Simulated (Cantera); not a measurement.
Input: 1 mol B2O3, 0.35 mol NH3, 0.14 mol N2, held at 7.00 mbar.

These are equilibrium values from Cantera (NASA tables, ideal gas, pure condensed phases), not measurements of a reactor. Candidate condensed phases: B, BN, B2O3, B3O3H3, H2O; 39 gas species. Mutual solubility and eutectic melting of coexisting phases are not modelled. Equilibrium is a limit: real reactors are often held back by kinetics, nucleation or transport.

Q: What share of the B ends up in condensed phases as a function of T (°C), at 1227, 1327, 1427, 1527, 1627, 1727, 1827?

A: 
| T (°C) | B condensed (%) | as |
|---|---|---|
| 1227 | 99.2 | BN(s) + B2O3(l) |
| 1327 | 96.6 | B2O3(l) |
| 1427 | 83.9 | B2O3(l) |
| 1527 | 0.0 | - |
| 1627 | 0.0 | - |
| 1727 | 0.0 | - |
| 1827 | 0.0 | - |
